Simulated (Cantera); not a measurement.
Feed: 1 mol Si, 1.6 mol H2O, 3.9 mol N2, held at 1925 K and 2400 Torr.

Cantera equilibrium calculation (NASA polynomials, part measured and part estimated; ideal gas, pure solids and liquids). Candidate condensed phases: H2O, Si, SiO2, Si2N2O, Si3N4; 35 gas species. Mutual solubility and eutectic melting of coexisting phases are not modelled. The tables hold silica as quartz up to 1696 K and as liquid above; real silica turns to tridymite and cristobalite and melts near 1996 K. The numbers say what is thermodynamically allowed, not how fast it happens.

Base state: N2 0.700, H2 0.296, SiO 0.00347, H2O 0.000567, H 0.000291 (mole fractions); condensed: SiO2(condensed) + Si2N2O(s).

Task: What changes in the equilibrium state with this change: temperature from 1925 K to 950 K?

Result: 
| species | before | after |
|---|---|---|
| N2 | 0.700 | 0.702 |
| H2 | 0.296 | 0.298 |
| NH3 | 9.87e-6 | 0.000359 |
| SiO | 0.00347 | <1e-9 |
| H | 0.000291 | <1e-9 |
| H2O | 0.000567 | 4.47e-5 |
| SiO2(condensed), mol | 0.725 | 0 |
| Si2N2O(s), mol | 0.128 | 0.133 |
| SiO2(β-quartz), mol | 0 | 0.733 |
N2 is the only nitrogen source here; it is nearly inert below about 1500 K, so the nitride shown seldom forms there in practice.

Task: What changes in the equilibrium state with this change: temperature from 1925 K to 2048 K?

Result: 
```json
[
 {"species": "N2", "before": "0.700", "after": "0.688"},
 {"species": "H2", "before": "0.296", "after": "0.288"},
 {"species": "SiO", "before": "0.00347", "after": "0.0218"},
 {"species": "H", "before": "0.000291", "after": "0.000672"},
 {"species": "H2O", "before": "0.000567", "after": "0.000619"},
 {"species": "SiO2(condensed), mol", "before": "0.725", "after": "0"},
 {"species": "Si2N2O(s), mol", "before": "0.128", "after": "0.0943"},
 {"species": "SiO2(l), mol", "before": "0", "after": "0.691"}
]
```

Task: What changes in the equilibrium state with this change: H2O from 1.6 to 0.031 mol?

Result: 
```tsv
species	before	after
N2	0.700	0.990
H2	0.296	0.00944
SiO	0.00347	0.000171
H2O	0.000567	6.21e-8
H	0.000291	5.19e-5
SiO2(condensed), mol	0.725	0
Si2N2O(s), mol	0.128	0.0304
Si3N4(s), mol	0	0.313
```
